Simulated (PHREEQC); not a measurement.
Dissolve 0.0092 mol CdCl2 per kg of water at 25 °C. Closed to the air; pH follows from the charge balance.

Equilibrium calculation in PHREEQC: ion-association model, phreeqc.dat.

This is a speciation only: nothing precipitates in the calculation.

Order these Cl species by the share of Cl that they hold, largest first: CdCl2, Cl-, CdCl+.

Cl- (77 %), CdCl+ (21 %), CdCl2 (1.9 %)

Order these Cd species by the share of Cd that they hold, largest first: CdCl+, CdCl2, Cd+2.

Cd+2 (55 %), CdCl+ (43 %), CdCl2 (1.9 %)

The pH is 5.91 and the ionic strength 0.0192 mol/kgw. Complexes and solids missing from the database can't appear.
